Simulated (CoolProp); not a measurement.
The numbers come from the reference Helmholtz-energy equation of state, Akasaka 2015 in CoolProp.

**Question.** For R245fa, give the phase and the Z, speed of sound (m/s), Joule-Thomson coefficient (K/MPa), viscosity (µPa s) at 166.85 °C and 32.9 bar; 166.85 °C and 38.3 bar; 166.85 °C and 54.8 bar.

**Answer.** 
- 166.85 °C and 32.9 bar: gas; Z 0.639, speed of sound 117, Joule-Thomson coefficient 12.5, viscosity 21.4
- 166.85 °C and 38.3 bar: supercritical; Z 0.536, speed of sound 103, Joule-Thomson coefficient 13.8, viscosity 25.2
- 166.85 °C and 54.8 bar: supercritical; Z 0.269, speed of sound 144, Joule-Thomson coefficient 3.48, viscosity 76.5

Viscosity comes from a separate model (Bell 2016), an estimate that may be off by 10 % or more.
